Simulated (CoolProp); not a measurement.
Vapour-liquid equilibrium of propane (1) + neopentane (2) at 31.65 °C; x and y are mole fractions of (1).

The numbers come from the multi-fluid Helmholtz-energy mixture model, Lemmon 2009 and Lemmon 2006; pair parameters Bell 2016 in CoolProp.

```tsv
x	bubble pressure, mixture model (bar)	bubble pressure, Raoult's law (bar)	y, mixture model	y, Raoult's law
0.05	2.331	2.566	0.133	0.219
0.15	2.787	3.478	0.340	0.484
0.25	3.297	4.391	0.502	0.640
0.35	3.901	5.303	0.635	0.741
0.45	4.636	6.216	0.743	0.813
0.55	5.532	7.128	0.829	0.867
0.65	6.604	8.041	0.894	0.908
0.75	7.840	8.953	0.941	0.941
0.85	9.193	9.866	0.972	0.968
0.95	10.57	10.78	0.993	0.990
```

The largest gap from Raoult's law is -26.4 % in bubble pressure, at x = 0.35. No azeotrope shows between x = 0.05 and 0.95.

The pair parameters rest on a limited set of measurements; away from them the model extrapolates.
